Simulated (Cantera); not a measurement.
An isothermal, constant-pressure homogeneous reactor starts with H2 : O2 = 0.085 : 1 (molar parts), equivalence ratio 0.043, at 1348 K and 11.3 Torr.

Cantera simulation using the H2/O2 subset of GRI-Mech 3.0, which has no nitrogen chemistry; the numbers are that mechanism's predictions, not measurements. Radical loss at walls, strong at low pressure, is not modelled. The temperature is held fixed by assumption; the heat of reaction is taken as removed at once.

One state of this run: x H2 = 0.000252; x O2 = 0.911; x H2O = 0.0792; x H = 0.000553; x H2O2 = 6.90e-8; x OH = 0.00284. x: mole fraction; the columns are a selection and need not sum to one.

Question: Which value of t (s) does it belong to?
A. 0.103
B. 0.00227
C. 1.32
D. 0.000637

Answer: A, 0.103
